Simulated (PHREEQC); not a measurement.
A solution holds 3.4 mmol/kgw H3BO3, at 20 °C. Closed to the air; pH follows from the charge balance.

Model: ion-association model, phreeqc.dat, run in PHREEQC.

* **pH**: 5.87
* **ionic strength**: 1.34e-6 mol/kgw

```json
[
 {"species": "H3BO3", "molality": "0.00340", "activity": "0.00340", "log γ": "0.000"},
 {"species": "H+", "molality": "1.34e-6", "activity": "1.34e-6", "log γ": "-0.001"},
 {"species": "H2BO3-", "molality": "1.33e-6", "activity": "1.33e-6", "log γ": "-0.001"},
 {"species": "OH-", "molality": "5.12e-9", "activity": "5.12e-9", "log γ": "-0.001"}
]
```

Precipitation was switched off in this run.
